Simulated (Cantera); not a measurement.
A perfectly stirred reactor is fed with 8.11 % H2, 21.3 % O2, 70.4 % N2, 0.137 % H2O, equivalence ratio 0.19, at 0.133 bar; it is held at 1000 K, and followed from long to short residence time.

Cantera simulation using the H2/O2 subset of GRI-Mech 3.0, which has no nitrogen chemistry; the numbers are that mechanism's predictions, not measurements. Radical loss at walls, strong at low pressure, is not modelled. The temperature is held fixed by assumption; the heat of reaction is taken as removed at once.

One state of this run: x H2 = 0.0573; x O2 = 0.203; x H = 0.00877; x HO2 = 1.96e-5; x H2O2 = 6.84e-7. x: mole fraction; the columns are a selection and need not sum to one.

### Question
Which value of τ (s) does it belong to?
A. 0.00031
B. 0.0019
C. 0.00013
D. 0.012

### Answer
C, 0.00013
